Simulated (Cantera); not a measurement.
**Ti + C3H8 (titanium nitride, carbide and oxide coatings)**

Feed: 1 mol Ti, a varied amount of C3H8, held at 1675 °C and 7.40 mbar.

Method: chemical equilibrium by Gibbs-energy minimisation in Cantera with the NASA 1993 tables (ideal gas, pure condensed phases). Candidate condensed phases: C, C6H6, C7H8, C8H18, Ti, TiC; 77 gas species. Mutual solubility and eutectic melting of coexisting phases are not modelled. TiC: taken at fixed stoichiometry. Condensed phases not in the tables: N, O or C dissolved in the metal. Rates play no part.

```tsv
n(C3H8) (mol)	x H2	x H	x Ti	x C2H2 (acetylene)	n Ti(l)	n TiC(s)	n C(graphite)
0.26	0.986	0.0131	0.000666	1.62e-12	0.219	0.780	0
0.32	0.986	0.0131	0.000666	1.62e-12	0.0391	0.960	0
0.4	0.986	0.0131	3.68e-8	0.000532	0	1.00	0.198
0.5	0.986	0.0131	3.68e-8	0.000532	0	1.00	0.498
0.63	0.986	0.0131	3.68e-8	0.000532	0	1.00	0.887
0.78	0.986	0.0131	3.68e-8	0.000532	0	1.00	1.34
0.97	0.986	0.0131	3.68e-8	0.000532	0	1.00	1.91
1.2	0.986	0.0131	3.68e-8	0.000532	0	1.00	2.59
1.5	0.986	0.0131	3.68e-8	0.000532	0	1.00	3.49
```
x: gas mole fraction; n: condensed amount in mol.

From 0.26 mol C3H8 to 0.32 mol C3H8 the condensed part is Ti(l) + TiC(s). From 0.4 mol C3H8 to 1.5 mol C3H8 the condensed part is C(graphite) + TiC(s). The main Ti-bearing gas is Ti throughout.
